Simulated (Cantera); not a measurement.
An isothermal plug-flow reactor at 525 K and 500000 Pa (inlet), inlet velocity 0.22 m/s, active area per volume 3100 1/m; feed 0.621 % H₂, 17.6 % O₂, 81.8 % N₂.

Detailed kinetics in Cantera: Deutschmann's 1995 Pt surface mechanism with GRI-Mech 3.0 gas chemistry. Catalytic surfaces can have several steady states; this one follows from the mechanism file's or the stated starting coverage. Mass transfer to the wall is taken as infinitely fast.

x: gas mole fraction; θ: surface coverage.

```csv
z (m),x H₂,x O₂,x H₂O,θ free Pt,θ O*,θ OH*
0.00035,[?],0.174,0.00549,0.00647,0.981,0.0127
0.00062,[?],0.174,0.00579,0.00385,0.986,0.00997
0.0011,[?],0.174,0.00597,0.00224,0.990,0.00769
0.0019,[?],0.173,0.00608,0.00132,0.993,0.00595
0.0035,[?],0.173,0.00615,0.000723,0.995,0.00443
0.0062,[?],0.173,0.00618,0.000411,0.996,0.00335
0.011,[?],0.173,0.00620,0.000234,0.997,0.00253
0.019,[?],0.173,0.00622,0.000138,0.998,0.00195
0.035,[?],0.173,0.00622,8.00e-5,0.998,0.00148
```

**Question.** Complete the blanks.

**Answer.** 
- 0.00035, x H₂: 0.000743
- 0.00062, x H₂: 0.000442
- 0.0011, x H₂: 0.000257
- 0.0019, x H₂: 0.000151
- 0.0035, x H₂: 8.28e-5
- 0.0062, x H₂: 4.70e-5
- 0.011, x H₂: 2.65e-5
- 0.019, x H₂: 1.52e-5
- 0.035, x H₂: 7.98e-6
